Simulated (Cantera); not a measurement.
Charge: 1 mol Ta(OEt)₅, 0.67 mol CO₂, a varied amount of H₂, at 2275 °C and 0.00133 bar.

These are equilibrium values from Cantera (NASA tables, ideal gas, pure condensed phases), not measurements of a reactor. Candidate condensed phases: C, C₆H₆, C₇H₈, C₈H₁₈, H₂O, Ta, TaC, Ta₂O₅; 113 gas species. The feed counts by its element totals alone. TaC: taken at fixed stoichiometry. Condensed phases not in the tables: Ta₂C. Equilibrium is a limit: real reactors are often held back by kinetics, nucleation or transport.

Question: At 140 mol H₂, list the 7 most abundant gas species with their mole fractions, and the condensed phases.

Answer: H 0.547, H₂ 0.417, CO 0.0289, C₂H₂ (acetylene) 0.00550, C₃ 0.000775, C₂H 0.000572, C 0.000238. Condensed: C(graphite) + TaC(s).
